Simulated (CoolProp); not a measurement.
Nitrogen at 293.15 K and 4.26 MPa is compressed adiabatically to 29.1 MPa with isentropic efficiency 0.8. Each further row changes one setting.

Computed with CoolProp (reference Helmholtz-energy equation of state, Span 2000).

```json
[
 {"case": "as stated", "work (kJ/kg)": "297", "final temperature (K)": "563.8", "final density (kg/m³)": "152"},
 {"case": "efficiency 1", "work (kJ/kg)": "237", "final temperature (K)": "512.3", "final density (kg/m³)": "166"},
 {"case": "efficiency 0.65", "work (kJ/kg)": "365", "final temperature (K)": "623.6", "final density (kg/m³)": "138"}
]
```
